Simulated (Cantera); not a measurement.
Feed: 1 mol Si3N4, 0.016 mol N2O, 220 mol H2, held at 0.0390 Torr.

Method: chemical equilibrium by Gibbs-energy minimisation in Cantera with the NASA 1993 tables (ideal gas, pure condensed phases). Candidate condensed phases: H2O, Si, SiO2, Si2N2O, Si3N4; 35 gas species. Equilibrium is a limit: real reactors are often held back by kinetics, nucleation or transport. All values below are at 1925 K.

Base state: H2 0.856, H 0.123, Si 0.0124, N2 0.00841, SiH 6.72e-5, SiO 6.67e-5 (mole fractions); condensed: gas only.

Task: What changes in the equilibrium state with this change: N2O from 0.016 to 0.35 mol?

Result: 
```csv
species,before,after
H2,0.856,0.855
H,0.123,0.123
Si,0.0124,0.0110
SiO,6.67e-5,0.00146
N2,0.00841,0.00979
SiH,6.72e-5,5.96e-5
```
